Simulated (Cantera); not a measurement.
# (CH3)2SiCl2 + CH4 + H2 (silicon carbide growth)

Input: 1 mol (CH3)2SiCl2, 0.97 mol CH4, 8.1 mol H2, equilibrated at 2600 Pa.

Cantera equilibrium calculation (NASA polynomials, part measured and part estimated; ideal gas, pure solids and liquids). Candidate condensed phases: C, C6H6, C7H8, C8H18, Si, SiC; 109 gas species. The feed counts by its element totals alone. The tables' values for SiCl3 are old estimates; treat these amounts as uncertain. Rates play no part.

```csv
T (°C),x H2,x HCl,x SiCl2,x H,n C(graphite),n SiC(s)
975,0.858,0.141,0.000130,2.68e-6,1.97,0.994
1025,0.858,0.142,0.000182,6.16e-6,1.97,0.995
1075,0.858,0.142,0.000247,1.33e-5,1.97,0.995
1125,0.858,0.142,0.000327,2.72e-5,1.97,0.994
1175,0.858,0.141,0.000424,5.29e-5,1.98,0.993
1225,0.858,0.141,0.000539,9.87e-5,1.98,0.992
1275,0.858,0.141,0.000673,0.000177,1.98,0.990
1325,0.858,0.141,0.000828,0.000306,1.98,0.988
1375,0.858,0.140,0.00100,0.000512,1.98,0.985
1425,0.858,0.140,0.00120,0.000831,1.99,0.983
1475,0.858,0.139,0.00142,0.00131,1.99,0.980
```
x: gas mole fraction; n: condensed amount in mol.

From 975 °C to 1475 °C the condensed part is C(graphite) + SiC(s). The main Si-bearing gas is SiCl4 at 975 °C and SiCl2 at 1475 °C.
